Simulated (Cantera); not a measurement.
Charge: 1 mol Si₃N₄, 1.6 mol NF₃, a varied amount of H₂, 3 mol Cl₂, held at 1150 K and 13.3 mbar.

Method: chemical equilibrium by Gibbs-energy minimisation in Cantera with the NASA 1993 tables (ideal gas, pure condensed phases). Candidate condensed phases: NH₄Cl, Si, Si₃N₄; 49 gas species. The tables' values for SiF₃, SiCl₃ are old estimates; treat these amounts as uncertain. Rates play no part.

### Question
At 14 mol H₂, list the 4 most abundant gas species with their mole fractions, and the condensed phases.

### Answer
H₂ 0.565, HCl 0.284, N₂ 0.0841, SiF₄ 0.0599. Condensed: Si₃N₄(s).
